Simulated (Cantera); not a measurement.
# Equilibrium for silicon nitride deposition: Si2Cl6 + N2 + H2

Feed: 1 mol Si2Cl6, 2.4 mol N2, a varied amount of H2, equilibrated at 1.33 mbar.

Method: chemical equilibrium by Gibbs-energy minimisation in Cantera with the NASA 1993 tables (ideal gas, pure condensed phases). Candidate condensed phases: NH4Cl, Si, Si3N4; 28 gas species. The feed counts by its element totals alone. N2 is the only nitrogen source here; it is nearly inert below about 1500 K, so the nitride shown seldom forms there in practice. The tables' values for SiCl3 are old estimates. The numbers say what is thermodynamically allowed, not how fast it happens.

Map the stable condensed phases over T = 1000, 1075, 1150, 1225, 1300, 1375, 1450, 1525, 1600, 1675, 1750, 1825 K and n(H2) in mol = 1.1, 1.5, 2, 2.7, 3.6, 4.8, 6.3, 8.4, 11, 15, 20.


```
T in K \ n(H2) in mol
         1.1 1.5   2 2.7 3.6 4.8 6.3 8.4  11  15  20
   1825    A   A   A   A   A   A   A   B   B   B   B
   1750    A   A   A   A   A   A   A   B   B   B   B
   1675    A   A   A   A   A   A   A   B   B   B   B
   1600    A   A   A   A   A   A   A   B   B   B   B
   1525    A   A   A   A   C   C   C   C   C   C   C
   1450    A   C   C   C   C   C   C   C   C   C   C
   1375    C   C   C   C   C   C   C   C   C   C   C
   1300    C   C   C   C   C   C   C   C   C   C   C
   1225    C   C   C   C   C   C   C   C   C   C   C
   1150    C   C   C   C   C   C   C   C   C   C   C
   1075    C   C   C   C   C   C   C   C   C   C   C
   1000    C   C   C   C   C   C   C   C   C   C   C
```
A: gas only; B: Si; C: Si3N4.
